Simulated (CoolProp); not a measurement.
CHF3 (R23) along the isotherm 69.15 °C: Z from the reference equation and from simpler models built on Tc = 26.1 °C, pc = 4832 kPa, ω = 0.263; each cubic takes its own stable root.

Model: reference Helmholtz-energy equation of state, Penoncello 2003, in CoolProp.

```csv
p (kPa),phase,reference
76.4,gas,0.9964
145,gas,0.9932
275,gas,0.9870
520,gas,0.9754
987,gas,0.9527
1870,gas,0.9087
3550,gas,0.8197
6720,supercritical,0.6339
12700,supercritical,0.4589
24200,supercritical,0.6397
```

Q: How far does each simpler model (van der Waals, Redlich-Kwong, Peng-Robinson) lie from the reference over these 10 states: mean and median of the absolute difference, and the worst?

A: 
- van der Waals: mean 6.4 %, median 0.2 %, worst +34.9 % at 69.15 °C and 24200 kPa
- Redlich-Kwong: mean 2.7 %, median 0.1 %, worst +12.6 % at 69.15 °C and 24200 kPa
- Peng-Robinson: mean 2.2 %, median 0.5 %, worst +12.2 % at 69.15 °C and 12700 kPa
